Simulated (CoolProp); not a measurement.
Saturated liquid density (kg/m³) of R141b: the reference equation beside estimates from Tc = 204.4 °C, pc = 42.12 bar, ω = 0.220.

Computed with CoolProp (reference Helmholtz-energy equation of state, Lemmon 2006). It is a short technical equation, of lower accuracy than the large ones.

```csv
T (°C),reference,Redlich-Kwong,Peng-Robinson
1.05,1279,1148,1324
15.75,1252,1121,1298
30.55,1223,1092,1269
45.35,1193,1062,1238
60.05,1163,1029,1204
74.85,1131,994.1,1168
89.55,1098,956.9,1127
104.35,1062,916.5,1083
```

Absolute difference from the reference over all 8 rows, mean and median: Redlich-Kwong 11.6 and 11.3 %, Peng-Robinson 3.3 and 3.5 %.
